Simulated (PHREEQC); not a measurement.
A solution holds 2.7 mmol/kgw Pb(NO3)2, at 25 °C. Closed to the air; pH follows from the charge balance.

The numbers come from PHREEQC with the ion-association model, wateq4f.dat.

Question: The ionic strength comes out as 0.00782 mol/kgw. What activity coefficients do H+, NO3-, PbNO3+, PbOH+, Pb+2 get?

Answer: H+ 0.92, NO3- 0.91, PbNO3+ 0.91, PbOH+ 0.91, Pb+2 0.69.

No solid was allowed to form. Complexes and solids missing from the database can't appear.
